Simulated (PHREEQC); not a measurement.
PHREEQC input (ion-association model, wateq4f.dat):

```
SOLUTION 1
  temp 25
  units mol/kgw
  pH 7 charge
END
SELECTED_OUTPUT 1
  -reset false
  -pH true
  -pe true
  -ionic_strength true
  -water true
  -totals Ag Cl Na S S(-2) S(6)
  -molalities H+ Ag+ Cl- Na+ SO4-2 NaSO4- HSO4- H2S HS- S-2
    O2 OH- AgCl AgCl2- AgCl3-2 AgCl4-3 AgHS Ag(HS)2- AgOH Ag(OH)2-
    AgSO4-
  -equilibrium_phases Cerargyrite Ag2O Ag2SO4 Halite Mirabilite
PRINT
  -reset false
USE solution 1
REACTION 1
  Na2SO4 1
  0 0.0208 0.0417 0.0625 0.0833 0.104 0.125 0.146 0.167 0.188 0.208 0.229 0.25 moles
EQUILIBRIUM_PHASES 1
  Cerargyrite 0 0.1
  Ag2O 0 0
  Ag2SO4 0 0
  Halite 0 0
  Mirabilite 0 0
  O2(g) -0.68 10
END
```

Selected output (columns that matter, 12 of 13 rows; Na2SO4 added (mol) added in front):

```
Na2SO4 added (mol)	pH	mu	Ag	Cl	Na	S	m_H+	m_Ag+	m_Cl-	m_Na+	m_SO4-2	m_NaSO4-	m_OH-	Cerargyrite
0	6.9995	1.3493e-05	1.3724e-05	1.3724e-05	0	0	1.0055e-07	1.3393e-05	1.3392e-05	0	0	0	1.0042e-07	0.099986
0.0208	7.1215	0.059069	1.8165e-05	1.8165e-05	0.0416	0.0208	8.9251e-08	1.5324e-05	1.7837e-05	0.039928	0.019125	0.001672	1.6536e-07	0.099982
0.0417	7.1668	0.11496	1.9879e-05	1.9879e-05	0.0834	0.0417	8.3086e-08	1.5595e-05	1.9555e-05	0.078322	0.036618	0.0050777	1.9536e-07	0.09998
0.0625	7.1954	0.16851	2.1056e-05	2.1056e-05	0.125	0.0625	7.9289e-08	1.5691e-05	2.0736e-05	0.1155	0.052996	0.0094987	2.1715e-07	0.099979
0.0833	7.2162	0.22051	2.1955e-05	2.1955e-05	0.1666	0.0833	7.6565e-08	1.5712e-05	2.1639e-05	0.1519	0.068596	0.014698	2.347e-07	0.099978
0.104	7.2326	0.27099	2.2672e-05	2.2672e-05	0.208	0.104	7.4468e-08	1.5693e-05	2.236e-05	0.18749	0.083484	0.020509	2.4946e-07	0.099977
0.146	7.2577	0.3702	2.3776e-05	2.3776e-05	0.292	0.146	7.1307e-08	1.5588e-05	2.3471e-05	0.2581	0.11209	0.033904	2.7404e-07	0.099976
0.167	7.2677	0.41842	2.4204e-05	2.4204e-05	0.334	0.167	7.0079e-08	1.5517e-05	2.3902e-05	0.29271	0.1257	0.041291	2.8442e-07	0.099976
0.188	7.2764	0.46584	2.4571e-05	2.4571e-05	0.376	0.188	6.9012e-08	1.5438e-05	2.4272e-05	0.32692	0.13891	0.049083	2.9385e-07	0.099975
0.208	7.2838	0.51031	2.4872e-05	2.4872e-05	0.416	0.208	6.8114e-08	1.5357e-05	2.4576e-05	0.35915	0.15114	0.056848	3.021e-07	0.099975
0.229	7.2909	0.55633	2.5147e-05	2.5147e-05	0.458	0.229	6.7272e-08	1.5269e-05	2.4854e-05	0.39266	0.16365	0.065339	3.101e-07	0.099975
0.25	7.2972	0.6017	2.5385e-05	2.5385e-05	0.5	0.25	6.6516e-08	1.5179e-05	2.5095e-05	0.42585	0.17584	0.074151	3.1752e-07	0.099975
```
